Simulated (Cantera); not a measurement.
# Pyrogenic steam for wet oxidation

An isothermal, constant-pressure homogeneous reactor starts with H2 : O2 : N2 = 1.8 : 1 : 3.5 (molar parts), at 975 K and 0.310 bar.

Cantera simulation using the H2/O2 subset of GRI-Mech 3.0, which has no nitrogen chemistry; the numbers are that mechanism's predictions, not measurements. The temperature is held fixed by assumption; the heat of reaction is taken as removed at once.

```csv
t (s),x H2,x O2,x H,x O,x H2O,x HO2,x H2O2
2.00e-6,0.286,0.159,9.94e-12,<1e-12,<1e-12,1.03e-11,<1e-12
5.49e-6,0.286,0.159,2.73e-11,1.30e-12,1.72e-12,2.88e-11,<1e-12
1.51e-5,0.286,0.159,8.15e-11,6.58e-12,1.93e-11,8.40e-11,<1e-12
4.13e-5,0.286,0.159,3.29e-10,3.31e-11,2.25e-10,2.82e-10,<1e-12
0.000113,0.286,0.159,3.45e-9,3.68e-10,4.63e-9,1.96e-9,3.46e-12
0.000311,0.286,0.159,9.41e-7,1.01e-7,1.48e-6,4.35e-7,7.89e-10
0.000854,0.0647,0.0529,0.0159,0.00152,0.245,4.10e-5,3.05e-6
0.00234,0.00912,0.0230,0.000293,7.84e-5,0.322,1.97e-5,1.53e-6
0.00643,0.00444,0.0207,2.58e-5,1.12e-5,0.328,1.61e-5,2.07e-6
0.0176,0.00321,0.0201,2.44e-6,1.26e-6,0.330,1.36e-5,5.56e-6
0.0484,0.00269,0.0198,1.10e-6,5.97e-7,0.330,1.20e-5,8.49e-6
0.133,0.00184,0.0194,5.97e-7,3.63e-7,0.331,1.01e-5,7.09e-6
0.364,0.000909,0.0190,2.03e-7,1.45e-7,0.332,6.95e-6,3.77e-6
1.00,0.000307,0.0187,3.77e-8,3.16e-8,0.333,3.40e-6,9.75e-7
```
x: mole fraction; the columns are a selection and need not sum to one.

Equilibrium at this temperature and pressure: H2 1.80e-10, O2 0.0185, H <1e-12, O 1.77e-11, H2O 0.333, HO2 1.36e-10, H2O2 5.12e-11 (gas phase only).
